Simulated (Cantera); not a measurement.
Feed: 1 mol Si2Cl6, 53 mol H2, at 0.850 bar.

Method: chemical equilibrium by Gibbs-energy minimisation in Cantera with the NASA 1993 tables (ideal gas, pure condensed phases). Candidate condensed phases: Si; 19 gas species. The feed counts by its element totals alone. The tables' values for SiCl3 are old estimates; treat these amounts as uncertain. Gases not in the tables: Si2H6 and higher silanes. Equilibrium is a limit: real reactors are often held back by kinetics, nucleation or transport.

x: gas mole fraction; n: condensed amount in mol.

```json
[
 {"T (K)": "1000", "x H2": "0.963", "x HCl": "0.00768", "x SiCl2": "0.000104", "x SiCl4": "0.0149", "x SiHCl3": "0.0132", "n Si(s)": "___"},
 {"T (K)": "1075", "x H2": "0.958", "x HCl": "0.0136", "x SiCl2": "0.000375", "x SiCl4": "0.0138", "x SiHCl3": "0.0121", "n Si(s)": "___"},
 {"T (K)": "1150", "x H2": "0.952", "x HCl": "0.0218", "x SiCl2": "0.00110", "x SiCl4": "0.0120", "x SiHCl3": "0.0107", "n Si(s)": "___"},
 {"T (K)": "1225", "x H2": "0.944", "x HCl": "0.0321", "x SiCl2": "0.00266", "x SiCl4": "0.00953", "x SiHCl3": "0.00876", "n Si(s)": "___"},
 {"T (K)": "1300", "x H2": "0.935", "x HCl": "0.0432", "x SiCl2": "0.00532", "x SiCl4": "0.00658", "x SiHCl3": "0.00650", "n Si(s)": "___"},
 {"T (K)": "1375", "x H2": "0.927", "x HCl": "0.0532", "x SiCl2": "0.00881", "x SiCl4": "0.00380", "x SiHCl3": "0.00422", "n Si(s)": "0.877"},
 {"T (K)": "1450", "x H2": "0.920", "x HCl": "0.0604", "x SiCl2": "0.0122", "x SiCl4": "0.00182", "x SiHCl3": "0.00239", "n Si(s)": "0.918"},
 {"T (K)": "1525", "x H2": "0.916", "x HCl": "0.0645", "x SiCl2": "0.0148", "x SiCl4": "0.000769", "x SiHCl3": "0.00124", "n Si(s)": "0.931"},
 {"T (K)": "1600", "x H2": "0.914", "x HCl": "0.0663", "x SiCl2": "0.0166", "x SiCl4": "0.000311", "x SiHCl3": "0.000619", "n Si(s)": "0.928"},
 {"T (K)": "1675", "x H2": "0.914", "x HCl": "0.0670", "x SiCl2": "0.0177", "x SiCl4": "0.000128", "x SiHCl3": "0.000315", "n Si(s)": "0.917"}
]
```

Problem. What belongs in the gaps?

Solution. 
- 1000, n Si(s): 0.384
- 1075, n Si(s): 0.467
- 1150, n Si(s): 0.573
- 1225, n Si(s): 0.691
- 1300, n Si(s): 0.799
